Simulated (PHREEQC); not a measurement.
A PHREEQC speciation (ion-association model, phreeqc.dat) at 75 °C gives pH 5.94 and these molalities:

| species | mol/kgw |
|---|---|
| SO4-2 | 0.00479 |
| Mn+2 | 0.00478 |
| MnSO4 | 0.00291 |
| MnOH+ | 2.32e-6 |
| H+ | 1.30e-6 |
| HSO4- | 1.23e-6 |

Question: What are the element totals, and what could have been dissolved in 1 kg of water to give them?

Answer: One answer among several that fit: totals Mn(2) 0.00770, S(6) 0.00770 mol/kgw, from 7.7 mmol/kgw MnSO4.

This is a speciation only: nothing precipitates in the calculation. Away from 25 °C the constants follow the database's enthalpies or fits; those with neither stay at their 25 °C values.
